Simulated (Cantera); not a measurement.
Charge: 1 mol C2H6, 87 mol H2, 5 mol N2, at 1.00 Torr.

These are equilibrium values from Cantera (NASA tables, ideal gas, pure condensed phases), not measurements of a reactor. Candidate condensed phases: C, C6H6, C7H8, C8H18; 110 gas species. Ions and electrons are included (thermal ionisation). Kinetics and transport are ignored.

Problem. Which condensed phases are stable at each of these points (T (°C)): 1727, 1977, 2227, 2477, 2727, 2977, 3227, 3477, 3727, 3977, 4227, 4477, 4727?

Solution. 
```json
[
 {"T (°C)": "1727", "condensed phases": "C(graphite)", "C condensed (%)": "77.2"},
 {"T (°C)": "1977", "condensed phases": "C(graphite)", "C condensed (%)": "35.6"},
 {"T (°C)": "2227", "condensed phases": "gas only", "C condensed (%)": "0.0"},
 {"T (°C)": "2477", "condensed phases": "gas only", "C condensed (%)": "0.0"},
 {"T (°C)": "2727", "condensed phases": "gas only", "C condensed (%)": "0.0"},
 {"T (°C)": "2977", "condensed phases": "gas only", "C condensed (%)": "0.0"},
 {"T (°C)": "3227", "condensed phases": "gas only", "C condensed (%)": "0.0"},
 {"T (°C)": "3477", "condensed phases": "gas only", "C condensed (%)": "0.0"},
 {"T (°C)": "3727", "condensed phases": "gas only", "C condensed (%)": "0.0"},
 {"T (°C)": "3977", "condensed phases": "gas only", "C condensed (%)": "0.0"},
 {"T (°C)": "4227", "condensed phases": "gas only", "C condensed (%)": "0.0"},
 {"T (°C)": "4477", "condensed phases": "gas only", "C condensed (%)": "0.0"},
 {"T (°C)": "4727", "condensed phases": "gas only", "C condensed (%)": "0.0"}
]
```

From 1727 °C to 1977 °C the condensed part is C(graphite). From 2227 °C to 4727 °C nothing is condensed.
